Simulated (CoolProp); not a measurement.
Properties of isobutene at several states.

The numbers come from the reference Helmholtz-energy equation of state, Lemmon 2005 in CoolProp. It is a short technical equation, of lower accuracy than the large ones.

| T (K) | p (MPa) | phase | density (kg/m³) | cv (kJ/(kg K)) | speed of sound (m/s) | expansivity (1/kK) | fugacity coefficient |
|---|---|---|---|---|---|---|---|
| 152.9 | 2.07 | liquid | 746.7 | 1.331 | 1727 | 1.364 | 1.115e-5 |
| 232.9 | 2.93 | liquid | 665.7 | 1.459 | 1260 | 1.567 | 0.008469 |
| 410.9 | 0.0278 | gas | 0.4577 | 1.875 | 255.8 | 2.454 | 0.9975 |
| 517.7 | 0.0243 | gas | 0.3171 | 2.239 | 285.8 | 1.938 | 0.9990 |
| 182.1 | 0.0434 | liquid | 715.8 | 1.361 | 1537 | 1.430 | 0.01380 |
